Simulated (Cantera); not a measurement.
Input: 1 mol PbO, 0.05 mol O2, 25 mol N2, held at 1325 °C and 2.20 bar.

Equilibrium computed with Cantera from the NASA thermochemical tables; the gas is ideal and each condensed phase is pure. Candidate condensed phases: Pb, PbO, PbO2, Pb3O4; 12 gas species. Gases not in the tables: (PbO)n polymers. The numbers say what is thermodynamically allowed, not how fast it happens.

Base state: N2 0.983, PbO 0.0129, O2 0.00263, Pb 0.00156, NO 0.000240 (mole fractions); condensed: PbO(l).

Problem. What changes in the equilibrium state with this change: O2 from 0.05 to 1.1 mol?

Solution. 
```
species        before     after
-----------  --------  --------
N2              0.983     0.945
O2            0.00263    0.0413
PbO            0.0129    0.0129
Pb            0.00156  0.000393
NO           0.000240  0.000932
PbO(l), mol     0.633     0.650
```
